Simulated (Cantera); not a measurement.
A closed system holds: 1 mol Si, 0.35 mol N2O, a varied amount of H2, equilibrated at 1548 K and 0.320 Pa.

Equilibrium computed with Cantera from the NASA thermochemical tables; the gas is ideal and each condensed phase is pure. Candidate condensed phases: H2O, Si, SiO2, Si2N2O, Si3N4; 35 gas species. The numbers say what is thermodynamically allowed, not how fast it happens.

Question: Which condensed phases are stable at each of these points (n(H2) (mol)): 21, 27, 34, 43, 54, 68, 86, 110, 140, 170, 220?

Answer: 
```csv
n(H2) (mol),condensed phases,Si condensed (%)
21,Si(s),42.8
27,Si(s),36.7
34,Si(s),29.5
43,Si(s),20.3
54,Si(s),9.1
68,gas only,0.0
86,gas only,0.0
110,gas only,0.0
140,gas only,0.0
170,gas only,0.0
220,gas only,0.0
```

From 21 mol H2 to 54 mol H2 the condensed part is Si(s). From 68 mol H2 to 220 mol H2 nothing is condensed.
